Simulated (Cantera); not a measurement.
## Hydrocarbon pyrolysis for carbon deposition

A perfectly stirred reactor is fed with 4.76 % C2H6, 95.2 % H2, at 0.000160 bar; it is held at 1700 K, and followed from long to short residence time.

Model: GRI-Mech 3.0 (53 species, 325 reactions), integrated in Cantera. GRI-Mech 3.0 stops at C3 and has no aromatics, soot or wall deposition, so with more carbon than oxygen in the feed, carbon stays in small species such as C2H2 where larger ones or solid carbon would form. Radical loss at walls, strong at low pressure, is not modelled.

| τ (s) | x C2H6 | x H2 | x C2H | x C2H2 | x CH4 | x CH3 |
|---|---|---|---|---|---|---|
| 0.61 | 0.000609 | 0.922 | 4.99e-7 | 0.0164 | 0.0480 | 0.00563 |
| 0.20 | 0.00169 | 0.919 | 3.65e-7 | 0.0110 | 0.0523 | 0.00742 |
| 0.062 | 0.00504 | 0.919 | 1.94e-7 | 0.00579 | 0.0495 | 0.00938 |
| 0.020 | 0.0141 | 0.926 | 5.10e-8 | 0.00185 | 0.0350 | 0.0108 |
| 0.0063 | 0.0313 | 0.940 | 2.81e-9 | 0.000182 | 0.0121 | 0.00855 |
| 0.0020 | 0.0432 | 0.949 | 1.76e-11 | 3.27e-6 | 0.00198 | 0.00402 |
| 0.00064 | 0.0465 | 0.951 | <1e-12 | 1.44e-8 | 0.000263 | 0.00166 |
| 0.00020 | 0.0473 | 0.952 | <1e-12 | 6.04e-11 | 2.89e-5 | 0.000581 |
x: mole fraction; the columns are a selection and need not sum to one.
